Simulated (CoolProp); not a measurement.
A simple Rankine cycle with R142b: condensing at 300.15 K, boiler at 1.09 MPa, turbine inlet 347.4 K, turbine efficiency 0.8, pump efficiency 0.8, no recuperator. Each further row changes one setting.

Model: reference Helmholtz-energy equation of state, Lemmon 2006, in CoolProp. It is a short technical equation, of lower accuracy than the large ones.

```
case                             thermal efficiency (%)  net work (kJ/kg)  heat in (kJ/kg)  turbine exit temperature (K)  volume ratio over the turbine
-------------------------------  ----------------------  ----------------  ---------------  ----------------------------  -----------------------------
as stated                                           8.6              19.8              230                         310.7                           3.08
turbine inlet 367.4 K                               8.7              21.9              253                         332.0                           3.03
condensing temperature 292.15 K                    10.1              24.3              241                         303.6                           3.93
boiler pressure 0.763 MPa                           6.1              14.5              238                         324.1                           2.11
turbine efficiency 0.7                              7.5              17.2              230                         313.4                           3.12
```
